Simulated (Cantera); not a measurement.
Cantera with NASA thermochemical tables; ideal gases at 1 bar, condensed phases pure. Values are per mole of reaction as written; species without (g) are pure solids or liquids, kept so even where they would boil at 1 bar.

2 OH(g) + 2 Al(g) = Al2O(g) + H2O(g)

```json
[
 {"T (K)": "300", "ΔH° (kJ)": "(withheld)", "ΔS° (J/K)": "(withheld)", "ΔG° (kJ)": "(withheld)", "log10 K": "(withheld)"},
 {"T (K)": "1623", "ΔH° (kJ)": "(withheld)", "ΔS° (J/K)": "(withheld)", "ΔG° (kJ)": "(withheld)", "log10 K": "(withheld)"},
 {"T (K)": "1723", "ΔH° (kJ)": "-1129.2", "ΔS° (J/K)": "-264.8", "ΔG° (kJ)": "-672.8", "log10 K": "20.40"},
 {"T (K)": "1823", "ΔH° (kJ)": "(withheld)", "ΔS° (J/K)": "(withheld)", "ΔG° (kJ)": "(withheld)", "log10 K": "(withheld)"},
 {"T (K)": "1923", "ΔH° (kJ)": "(withheld)", "ΔS° (J/K)": "(withheld)", "ΔG° (kJ)": "(withheld)", "log10 K": "(withheld)"},
 {"T (K)": "2023", "ΔH° (kJ)": "-1128.5", "ΔS° (J/K)": "-264.5", "ΔG° (kJ)": "-593.5", "log10 K": "15.32"},
 {"T (K)": "2123", "ΔH° (kJ)": "-1128.2", "ΔS° (J/K)": "-264.3", "ΔG° (kJ)": "-567.0", "log10 K": "13.95"},
 {"T (K)": "2223", "ΔH° (kJ)": "-1127.9", "ΔS° (J/K)": "-264.2", "ΔG° (kJ)": "-540.6", "log10 K": "12.70"},
 {"T (K)": "2323", "ΔH° (kJ)": "-1127.6", "ΔS° (J/K)": "-264.1", "ΔG° (kJ)": "-514.2", "log10 K": "11.56"},
 {"T (K)": "2423", "ΔH° (kJ)": "-1127.3", "ΔS° (J/K)": "-263.9", "ΔG° (kJ)": "-487.8", "log10 K": "10.52"}
]
```

**Question.** What belongs in the gaps?

**Answer.** 
- 300, ΔH° (kJ): -1125.1
- 300, ΔS° (J/K): -255.5
- 300, ΔG° (kJ): -1048.5
- 300, log10 K: 182.55
- 1623, ΔH° (kJ): -1129.3
- 1623, ΔS° (J/K): -264.9
- 1623, ΔG° (kJ): -699.3
- 1623, log10 K: 22.51
- 1823, ΔH° (kJ): -1129.0
- 1823, ΔS° (J/K): -264.7
- 1823, ΔG° (kJ): -646.4
- 1823, log10 K: 18.52
- 1923, ΔH° (kJ): -1128.7
- 1923, ΔS° (J/K): -264.6
- 1923, ΔG° (kJ): -619.9
- 1923, log10 K: 16.84
